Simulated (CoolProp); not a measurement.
Model: reference Helmholtz-energy equation of state, McLinden 2015, in CoolProp.

### Question
For the fluoroketone C6F12O (FK-5-1-12), give the phase and the cv (kJ/(kg K)), Joule-Thomson coefficient (K/MPa) at 73.15 °C and 0.0134 MPa; 73.15 °C and 0.158 MPa; 73.15 °C and 0.541 MPa.

### Answer
- 73.15 °C and 0.0134 MPa: gas; cv 0.876, Joule-Thomson coefficient 17.3
- 73.15 °C and 0.158 MPa: gas; cv 0.887, Joule-Thomson coefficient 19.7
- 73.15 °C and 0.541 MPa: liquid; cv 0.922, Joule-Thomson coefficient -0.0783
